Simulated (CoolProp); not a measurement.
A Linde-Hampson liquefier for ethylene: isothermal reversible compression at 320 K from 1 atm to 5 MPa, throttling to 1 atm, return gas leaving the recuperator 10 K below the feed. Each further row changes one setting.

Model: reference Helmholtz-energy equation of state, Smukala 2000, in CoolProp.

```
case                        liquid yield per pass  compression work (kJ/kg of gas)
--------------------------  ---------------------  -------------------------------
as stated                                   0.100                              347
high pressure 10 MPa                        0.304                              386
warm-end temperature 350 K                  0.066                              387
warm-end gap 15 K                           0.089                              347
```
